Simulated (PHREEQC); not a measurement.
Solution (25 °C): 11 mmol/kgw CaSO4, 3.75 mmol/kgw Na2SO4 and 56 mmol/kgw NaCl. Closed to the air; pH follows from the charge balance.

Equilibrium calculation in PHREEQC: ion-association model, phreeqc.dat.

This is a speciation only: nothing precipitates in the calculation.

### Question
Order these S species by the share of S that they hold, largest first: CaSO4, SO4-2, NaSO4-.

### Answer
SO4-2 (75 %), CaSO4 (16 %), NaSO4- (8.7 %)

The ionic strength is 0.0990 mol/kgw. Species that the database lacks are ignored.
